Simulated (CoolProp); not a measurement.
Saturation properties of n-heptane.

Values from CoolProp's reference Helmholtz-energy equation of state, Span 2003. It is a short technical equation, of lower accuracy than the large ones.

| T (°C) | p (bar) | liquid density (kg/m³) | vapour density (kg/m³) | enthalpy of vaporisation (kJ/kg) | liquid cp (kJ/(kg K)) | liquid viscosity (µPa s) |
|---|---|---|---|---|---|---|
| 72.45 | 0.4416 | 638.2 | 1.587 | 334.9 | 2.438 | 246 |
| 88.75 | 0.7567 | 623.3 | 2.634 | 323.7 | 2.512 | 214 |
| 104.95 | 1.224 | 607.9 | 4.153 | 312.1 | 2.590 | 187 |
| 121.25 | 1.896 | 591.8 | 6.310 | 299.6 | 2.672 | 165 |
| 137.45 | 2.815 | 574.9 | 9.258 | 286.2 | 2.757 | 145 |
| 153.75 | 4.049 | 556.8 | 13.27 | 271.6 | 2.850 | 128 |
| 169.95 | 5.644 | 537.5 | 18.60 | 255.6 | 2.951 | 113 |
| 186.15 | 7.672 | 516.3 | 25.72 | 237.6 | 3.066 | 99.4 |
| 202.45 | 10.22 | 492.3 | 35.41 | 216.8 | 3.209 | 86.8 |

It boils at 98.4 °C under 1 atm.

Viscosity comes from a separate model (Michailidou 2014).
